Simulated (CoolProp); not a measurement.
Vapour-liquid equilibrium of ethylene (1) + propylene (2) at 0.389 MPa; x and y are mole fractions of (1).

Values from CoolProp's multi-fluid Helmholtz-energy mixture model, Smukala 2000 and Lemmon 2013; pair parameters Bell 2016.

| x | bubble temperature, mixture model (K) | bubble temperature, Raoult's law (K) | y, mixture model | y, Raoult's law |
|---|---|---|---|---|
| 0.05 | 252.0 | 251.0 | 0.265 | 0.308 |
| 0.125 | 241.4 | 240.3 | 0.530 | 0.574 |
| 0.2 | 232.8 | 232.1 | 0.689 | 0.722 |
| 0.275 | 226.0 | 225.5 | 0.787 | 0.811 |
| 0.35 | 220.4 | 220.2 | [?] | 0.868 |
| 0.425 | 215.9 | 215.8 | [?] | 0.906 |
| 0.5 | 212.1 | 212.1 | 0.921 | 0.932 |
| 0.575 | 208.8 | 208.8 | 0.942 | 0.952 |
| 0.65 | 206.0 | 206.0 | 0.958 | 0.966 |
| 0.725 | 203.6 | 203.5 | [?] | 0.977 |
| 0.8 | 201.4 | 201.2 | [?] | 0.985 |
| 0.875 | 199.3 | 199.2 | 0.989 | 0.992 |
| 0.95 | 197.4 | 197.4 | 0.996 | 0.997 |

Problem. What belongs in the gaps?

Solution. 
- 0.35, y, mixture model: 0.850
- 0.425, y, mixture model: 0.892
- 0.725, y, mixture model: 0.970
- 0.8, y, mixture model: 0.980

The largest gap from Raoult's law is +1.1 K in bubble temperature, at x = 0.125. No azeotrope shows between x = 0.05 and 0.95.

Pair parameters are fitted to limited data, so mixtures are less certain than the pure fluids.
